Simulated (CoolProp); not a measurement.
Vapour-liquid equilibrium of R22 (1) + n-pentane (2) at -16.45 °C; x and y are mole fractions of (1).

Model: multi-fluid Helmholtz-energy mixture model, Kamei 1995 and Thol 2019; pair parameters Bell 2016, in CoolProp.

| x | bubble pressure (MPa) | y at the bubble point | dew pressure at overall composition x (MPa) | liquid density (mol/L) |
|---|---|---|---|---|
| 0.05 | 0.04092 | 0.741 | (withheld) | 9.358 |
| 0.2 | 0.1148 | (withheld) | (withheld) | 9.990 |
| 0.35 | 0.1638 | 0.948 | (withheld) | 10.70 |
| 0.5 | 0.1949 | 0.961 | 0.02163 | (withheld) |
| 0.65 | 0.2173 | (withheld) | 0.03059 | 12.44 |
| 0.8 | 0.2396 | 0.979 | 0.05219 | 13.56 |
| 0.95 | (withheld) | 0.993 | 0.1685 | 14.92 |

Problem. Some entries are withheld; supply them.

Solution. 
- 0.05, dew pressure at overall composition x (MPa): 0.01149
- 0.2, y at the bubble point: 0.917
- 0.2, dew pressure at overall composition x (MPa): 0.01362
- 0.35, dew pressure at overall composition x (MPa): 0.01672
- 0.5, liquid density (mol/L): 11.51
- 0.65, y at the bubble point: 0.969
- 0.95, bubble pressure (MPa): 0.2685

No azeotrope shows between x = 0.05 and 0.95.

Pair parameters are fitted to limited data, so mixtures are less certain than the pure fluids. With so large a gap from Raoult's law the liquid may split in two, which this calculation doesn't test in full.
